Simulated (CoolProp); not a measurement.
R236FA along the isotherm 400 K: fugacity coefficient from the reference equation and from simpler models built on Tc = 398.1 K, pc = 3191 kPa, ω = 0.377; each cubic takes its own stable root.

Computed with CoolProp (reference Helmholtz-energy equation of state, Pan 2012).

```tsv
p (kPa)	phase	reference	van der Waals	Redlich-Kwong	Soave-Redlich-Kwong	Peng-Robinson
532	gas	0.9436	0.9513	0.9445	0.9447	0.9388
1060	gas	0.8886	0.9031	0.8905	0.8909	0.8798
1600	gas	0.8330	0.8539	0.8360	0.8366	0.8212
2130	gas	0.7787	0.8050	0.7828	0.7836	0.7647
2660	gas	0.7237	0.7548	0.7290	0.7301	0.7086
3190	gas	0.6653	0.7002	0.6721	0.6736	0.6505
3720	supercritical	0.5933	0.6317	0.6033	0.6059	0.5829
4250	supercritical	0.5344	0.5767	0.5473	0.5498	0.5272
4790	supercritical	0.4875	0.5328	0.5023	0.5047	0.4824
5320	supercritical	0.4507	0.4984	0.4668	0.4691	0.4469
5850	supercritical	0.4205	0.4703	0.4376	0.4399	0.4178
6380	supercritical	0.3954	0.4471	0.4133	0.4155	0.3935
6910	supercritical	0.3742	0.4276	0.3928	0.3949	0.3729
7450	supercritical	0.3558	0.4109	0.3749	0.3770	0.3550
7980	supercritical	0.3402	0.3970	0.3598	0.3618	0.3398
```
